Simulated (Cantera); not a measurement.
A jet of CH4 : O2 : N2 = 0.089 : 0.12 : 0.79 (molar parts), equivalence ratio 1.5 at 300 K and 21000 Pa hits a platinum plate 4.6 cm away at a mass flux of 0.092 kg/m²/s; the plate temperature is set and raised in steps from an oxygen-covered start.

Detailed kinetics in Cantera: Deutschmann's 1995 Pt surface mechanism with GRI-Mech 3.0 gas chemistry. Catalytic surfaces can have several steady states; this one follows from the mechanism file's or the stated starting coverage.

x: mole fraction at the wall; θ: surface coverage.

```json
[
 {"plate T (K)": "900", "wall x CH4": "0.0197", "wall x O2": "0.00690", "wall x H2O": "0.126", "wall x OH": "<1e-8", "wall x CO": "0.0670", "wall x CO2": "0.00620", "θ free Pt": "0.359", "θ H*": "…", "θ CO*": "0.612", "θ C*": "0.0292"},
 {"plate T (K)": "950", "wall x CH4": "0.0153", "wall x O2": "0.00550", "wall x H2O": "0.128", "wall x OH": "<1e-8", "wall x CO": "0.0760", "wall x CO2": "0.000767", "θ free Pt": "0.416", "θ H*": "…", "θ CO*": "0.376", "θ C*": "0.206"},
 {"plate T (K)": "1000", "wall x CH4": "0.00947", "wall x O2": "0.00354", "wall x H2O": "0.125", "wall x OH": "<1e-8", "wall x CO": "0.0817", "wall x CO2": "0.00109", "θ free Pt": "0.538", "θ H*": "…", "θ CO*": "0.298", "θ C*": "0.161"},
 {"plate T (K)": "1050", "wall x CH4": "0.00565", "wall x O2": "0.00225", "wall x H2O": "0.122", "wall x OH": "<1e-8", "wall x CO": "0.0836", "wall x CO2": "0.00332", "θ free Pt": "0.697", "θ H*": "0.00289", "θ CO*": "0.243", "θ C*": "0.0575"},
 {"plate T (K)": "1100", "wall x CH4": "0.00413", "wall x O2": "0.00174", "wall x H2O": "0.117", "wall x OH": "<1e-8", "wall x CO": "0.0808", "wall x CO2": "0.00836", "θ free Pt": "0.815", "θ H*": "0.00290", "θ CO*": "0.163", "θ C*": "0.0195"},
 {"plate T (K)": "1150", "wall x CH4": "0.00350", "wall x O2": "0.00153", "wall x H2O": "0.112", "wall x OH": "<1e-8", "wall x CO": "0.0751", "wall x CO2": "0.0157", "θ free Pt": "0.892", "θ H*": "0.00281", "θ CO*": "0.0977", "θ C*": "0.00765"},
 {"plate T (K)": "1200", "wall x CH4": "0.00322", "wall x O2": "0.00145", "wall x H2O": "0.105", "wall x OH": "2.15e-8", "wall x CO": "0.0680", "wall x CO2": "0.0242", "θ free Pt": "0.938", "θ H*": "0.00266", "θ CO*": "0.0555", "θ C*": "0.00341"},
 {"plate T (K)": "1250", "wall x CH4": "0.00309", "wall x O2": "0.00143", "wall x H2O": "0.0988", "wall x OH": "5.07e-8", "wall x CO": "0.0604", "wall x CO2": "0.0330", "θ free Pt": "0.965", "θ H*": "0.00249", "θ CO*": "0.0309", "θ C*": "0.00165"}
]
```

### Question
Complete the blanks.

### Answer

- 900, θ H*: 0.000260
- 950, θ H*: 0.00151
- 1000, θ H*: 0.00252
